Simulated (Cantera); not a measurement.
Charge: 1 mol CuF₂, 0.11 mol HF, 0.29 mol H₂, equilibrated at 1748 K and 2.90e-6 bar.

Equilibrium computed with Cantera from the NASA thermochemical tables; the gas is ideal and each condensed phase is pure. Candidate condensed phases: Cu, CuF₂; 15 gas species. Equilibrium is a limit: real reactors are often held back by kinetics, nucleation or transport.

Base state: CuF 0.429, HF 0.318, F 0.222, Cu 0.0299, CuF₂ 0.00108 (mole fractions); condensed: gas only.

Question: What changes in the equilibrium state with this change: CuF₂ replaced by CaF₂?

Answer: 
```csv
species,before,after
CaF₂,0,0.580
HF,0.318,0.174
H₂,<1e-9,0.118
CuF,0.429,0
F,0.222,8.66e-6
CaF,0,0.0617
Cu,0.0299,0
Ca,0,0.0197
H,3.28e-6,0.0461
CuF₂,0.00108,0
```
Further candidate phases: Ca, CaF₂.

Question: What changes in the equilibrium state with this change: H₂ from 0.29 to 200 mol?

Answer: 
| species | before | after |
|---|---|---|
| H₂ | <1e-9 | 0.861 |
| H | 3.28e-6 | 0.124 |
| HF | 0.318 | 0.00979 |
| CuF | 0.429 | 5.42e-8 |
| F | 0.222 | 1.80e-7 |
| Cu | 0.0299 | 0.00464 |
| CuF₂ | 0.00108 | <1e-9 |
